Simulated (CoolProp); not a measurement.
Vapour-liquid equilibrium of hydrogen sulfide (1) + n-butane (2) at 1720 kPa; x and y are mole fractions of (1).

Model: multi-fluid Helmholtz-energy mixture model, Lemmon 2006 and Bücker 2006; pair parameters Kunz 2012, in CoolProp.

| x | bubble temperature (K) | y at the bubble point | dew temperature at overall composition x (K) | liquid density (mol/L) |
|---|---|---|---|---|
| 0.05 | 367.8 | 0.185 | 376.3 | 8.308 |
| 0.125 | 351.5 | 0.420 | 371.6 | 9.033 |
| 0.2 | 338.0 | 0.586 | 366.8 | 9.761 |
| 0.275 | 327.6 | 0.694 | 361.8 | 10.50 |
| 0.35 | 319.7 | 0.765 | 356.6 | 11.27 |
| 0.425 | 313.6 | 0.813 | 351.2 | 12.11 |
| 0.5 | 308.9 | 0.848 | 345.4 | 13.04 |
| 0.575 | 305.2 | 0.875 | 339.0 | 14.08 |
| 0.65 | 302.1 | 0.898 | 332.1 | 15.26 |
| 0.725 | 299.5 | 0.917 | 324.2 | 16.60 |
| 0.8 | 297.2 | 0.936 | 315.3 | 18.13 |
| 0.875 | 295.1 | 0.956 | 305.2 | 19.87 |
| 0.95 | 293.1 | 0.980 | 295.8 | 21.80 |

No azeotrope shows between x = 0.05 and 0.95.

The pair parameters rest on a limited set of measurements; away from them the model extrapolates.
